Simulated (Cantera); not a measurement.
An isothermal, constant-pressure homogeneous reactor starts with C₂H₄ : H₂ = 1 : 7.5 (molar parts), at 1350 K and 0.280 bar. Integrator tolerance rtol = 1e-08.

Detailed kinetics in Cantera: GRI-Mech 3.0 (53 species, 325 reactions). GRI-Mech 3.0 was tuned for natural gas; its chemistry of ethylene as a main component is partial and can be far from experiment. GRI-Mech 3.0 stops at C3 and has no aromatics, soot or wall deposition, so with more carbon than oxygen in the feed, carbon stays in small species such as C2H2 where larger ones or solid carbon would form.

Task: What does this change do: pressure from 0.280 bar to 0.00390 bar?

Result: 
```csv
quantity,before,after
x(C₂H₄) at 40.0 s,0.0111 (gas-phase equilibrium 0.00958),0.000654 (gas-phase equilibrium 0.000533)
x(H₂) at 40.0 s,0.799 (gas-phase equilibrium 0.790),0.895 (gas-phase equilibrium 0.891)
x(C₂H) at 40.0 s,1.26e-10 (gas-phase equilibrium 9.89e-11),2.46e-9 (gas-phase equilibrium 2.79e-9)
x(CH₄) at 40.0 s,0.156 (gas-phase equilibrium 0.171),0.000180 (gas-phase equilibrium 0.00538)
x(C₂H₆) at 40.0 s,7.27e-5 (gas-phase equilibrium 6.53e-5),4.52e-8 (gas-phase equilibrium 5.71e-8)
x(C₂H₂) at 40.0 s,0.0336 (gas-phase equilibrium 0.0290),0.105 (gas-phase equilibrium 0.103)
```
Radical loss at walls, strong at low pressure, is not modelled.
